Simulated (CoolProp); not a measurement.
Aqueous ethanol as a coolant, 49 % by mass, freezing at -36.9 °C, 1 atm.

Values from CoolProp's Melinder's fits for secondary coolants.

```json
[
 {"T (°C)": "-19.3", "conductivity (W/(m K))": "0.310", "cp (kJ/(kg K))": "3.418", "Prandtl number": "216", "viscosity (mPa s)": "19.6"},
 {"T (°C)": "-11.8", "conductivity (W/(m K))": "0.313", "cp (kJ/(kg K))": "3.518", "Prandtl number": "140", "viscosity (mPa s)": "12.4"},
 {"T (°C)": "-4.3", "conductivity (W/(m K))": "0.315", "cp (kJ/(kg K))": "3.610", "Prandtl number": "94.5", "viscosity (mPa s)": "8.24"},
 {"T (°C)": "3.2", "conductivity (W/(m K))": "0.317", "cp (kJ/(kg K))": "3.693", "Prandtl number": "66.6", "viscosity (mPa s)": "5.72"},
 {"T (°C)": "10.7", "conductivity (W/(m K))": "0.319", "cp (kJ/(kg K))": "3.767", "Prandtl number": "48.7", "viscosity (mPa s)": "4.12"},
 {"T (°C)": "18.2", "conductivity (W/(m K))": "0.321", "cp (kJ/(kg K))": "3.832", "Prandtl number": "36.6", "viscosity (mPa s)": "3.07"},
 {"T (°C)": "25.7", "conductivity (W/(m K))": "0.323", "cp (kJ/(kg K))": "3.886", "Prandtl number": "28.2", "viscosity (mPa s)": "2.34"},
 {"T (°C)": "33.2", "conductivity (W/(m K))": "0.325", "cp (kJ/(kg K))": "3.931", "Prandtl number": "22.1", "viscosity (mPa s)": "1.82"}
]
```
